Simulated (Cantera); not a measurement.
## Diamond growth

A diamond (100) surface in a fixed gas of H2 with x(CH4) = 0.0039, x(CH3) = 1e-05, at 1150 K, 1000 Pa; coverages are run to steady state.

Model: the Harris–Goodwin 1993 mechanism for the reconstructed diamond (100) surface, integrated in Cantera.

```
x(H)     growth (µm/h)  θ c6HH  θ c6H*  θ c6*H   θ c6**    θ c6HM
-------  -------------  ------  ------  ------  -------  --------
0.0001         0.00123   0.607  0.0255   0.362  0.00552   6.62e-5
0.00023        0.00272   0.542  0.0295   0.418   0.0106   8.44e-5
0.00055        0.00498   0.504  0.0316   0.448   0.0162   9.89e-5
0.0013         0.00829   0.486  0.0325   0.461   0.0203  0.000106
0.003           0.0139   0.478  0.0329   0.466   0.0225  0.000104
0.0071          0.0242   0.475  0.0330   0.468   0.0236   9.33e-5
0.017           0.0406   0.473  0.0331   0.469   0.0242   7.23e-5
0.039           0.0591   0.473  0.0332   0.470   0.0244   4.79e-5
0.091           0.0750   0.472  0.0333   0.470   0.0245   2.66e-5
```
θ: site fractions in the mechanism's names (c6HH fully hydrogenated, c6H* and c6*H radical sites, c6** diradical, c6HM methylated).
